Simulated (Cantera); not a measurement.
Input: 1 mol Fe, 1.3 mol HCl, 0.13 mol N2, 0.092 mol Cl2, equilibrated at 7.50 Torr.

Cantera equilibrium calculation (NASA polynomials, part measured and part estimated; ideal gas, pure solids and liquids). Candidate condensed phases: Fe, FeCl2, FeCl3, NH4Cl; 18 gas species. Equilibrium is a limit: real reactors are often held back by kinetics, nucleation or transport.

Question: What share of the Fe ends up in condensed phases as a function of T (°C), at 650, 700, 750, 800, 850, 900, 950, 1000, 1050, 1100, 1150, 1200?

Answer: 
| T (°C) | Fe condensed (%) | as |
|---|---|---|
| 650 | 65.6 | Fe(α) |
| 700 | 64.0 | Fe(α) |
| 750 | 62.2 | Fe(α) |
| 800 | 60.6 | Fe(α) |
| 850 | 59.0 | Fe(α) |
| 900 | 57.6 | Fe(α) |
| 950 | 56.4 | Fe(γ) |
| 1000 | 55.2 | Fe(γ) |
| 1050 | 54.2 | Fe(γ) |
| 1100 | 53.2 | Fe(γ) |
| 1150 | 52.4 | Fe(γ) |
| 1200 | 51.6 | Fe(γ) |
